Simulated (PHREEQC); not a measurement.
PHREEQC input (Pitzer model, pitzer.dat):

```
SOLUTION 1
  temp 30
  units mol/kgw
  pH 7 charge
  Br 0.615
  Na 0.051
  Cl 0.0404
  Mg 0.3
  K 0.0044
END
USE solution 1
INCREMENTAL_REACTIONS false
REACTION 1
  H2O -1
  0 9.886 18.011 24.689 30.178 34.689 38.397 41.444
  43.949 46.007 moles
EQUILIBRIUM_PHASES 1
  Bischofite 0 0
  Brucite 0 0
  Carnallite 0 0
  Halite 0 0
  Sylvite 0 0
  MgCl2_4H2O 0 0
SELECTED_OUTPUT 1
  -reset false
  -pH true
  -pe true
  -ionic_strength true
  -water true
  -activities H2O
  -totals Br Cl K Mg Na
  -molalities H+ Na+ K+ Mg+2 Cl- Br- OH- MgOH+
  -equilibrium_phases Bischofite Brucite Carnallite Halite Sylvite MgCl2_4H2O
PRINT
  -reset false
END
```

Selected output (columns that matter, 10 of 10 rows; water left (kg) added in front):

```
water left (kg)	pH	mu	Br	Cl	K	Mg	Na	m_H+	m_Na+	m_K+	m_Mg+2	m_Cl-	m_Br-	la_H2O
1	6.2134	0.9554	0.615	0.0404	0.0044	0.3	0.051	6.7113e-07	0.051	0.0044	0.3	0.0404	0.615	-0.0074153
0.821894	6.1469	1.1624	0.74827	0.049155	0.0053535	0.36501	0.062052	7.3727e-07	0.062052	0.0053535	0.36501	0.049155	0.74827	-0.0092378
0.675514	6.0711	1.4143	0.91042	0.059806	0.0065136	0.44411	0.075498	8.1306e-07	0.075498	0.0065136	0.44411	0.059806	0.91042	-0.011578
0.555203	5.9836	1.7208	1.1077	0.072766	0.007925	0.54034	0.091858	9.0082e-07	0.091858	0.007925	0.54034	0.072766	1.1077	-0.014617
0.456313	5.8813	2.0937	1.3478	0.088536	0.0096425	0.65744	0.11177	1.0038e-06	0.11177	0.0096425	0.65744	0.088536	1.3478	-0.018618
0.375043	5.7603	2.5474	1.6398	0.10772	0.011732	0.79991	0.13598	1.1264e-06	0.13598	0.011732	0.79991	0.10772	1.6398	-0.023959
0.30824	5.6155	3.0995	1.9952	0.13107	0.014275	0.97327	0.16546	1.2751e-06	0.16546	0.014275	0.97327	0.13107	1.9952	-0.031198
0.253345	5.4406	3.7711	2.4275	0.15947	0.017368	1.1842	0.20131	1.4586e-06	0.20131	0.017368	1.1842	0.15947	2.4275	-0.041151
0.208215	5.2276	4.5885	2.9537	0.19403	0.021132	1.4408	0.24494	1.6896e-06	0.24494	0.021132	1.4408	0.19403	2.9537	-0.055037
0.171138	4.9669	5.5826	3.5936	0.23607	0.02571	1.753	0.29801	1.9848e-06	0.29801	0.02571	1.753	0.23607	3.5936	-0.074643
```
